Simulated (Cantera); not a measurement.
**Boron, boron nitride and boron oxide: borazine + O2**

Charge: 1 mol borazine, 0.25 mol O2, held at 1223 K.

Cantera equilibrium calculation (NASA polynomials, part measured and part estimated; ideal gas, pure solids and liquids). Candidate condensed phases: B, BN, B2O3, B3O3H3, H2O; 39 gas species. The feed counts by its element totals alone. Mutual solubility and eutectic melting of coexisting phases are not modelled. Gases not in the tables: H3BO3. The numbers say what is thermodynamically allowed, not how fast it happens.

From 10.0 Pa to 1.00 bar the condensed part is BN(s) + B2O3(l).

```tsv
P (Pa)	log p H2	log p N2	log p H2O	log p HBO2	log p HBO	log p B2O3	log p NH3	log p H	n BN(s)	n B2O3(l)
10	-4.02	-5.28	-7.84	-6.86	-7.23	-7.72	-12.44	-8.53	2.67	0.162
46	-3.36	-4.62	-6.95	-6.42	-7.01	-7.72	-11.12	-8.20	2.67	0.164
220	-2.68	-3.94	-6.05	-5.96	-6.78	-7.72	-9.76	-7.86	2.67	0.165
1000	-2.02	-3.28	-5.17	-5.53	-6.56	-7.72	-8.44	-7.53	2.67	0.165
4600	-1.36	-2.62	-4.29	-5.08	-6.34	-7.72	-7.12	-7.20	2.67	0.165
22000	-0.68	-1.94	-3.38	-4.63	-6.11	-7.72	-5.76	-6.86	2.67	0.164
100000	-0.02	-1.29	-2.51	-4.19	-5.89	-7.72	-4.44	-6.53	2.67	0.163
```
log p: log10 of the partial pressure in bar; n: condensed amount in mol.
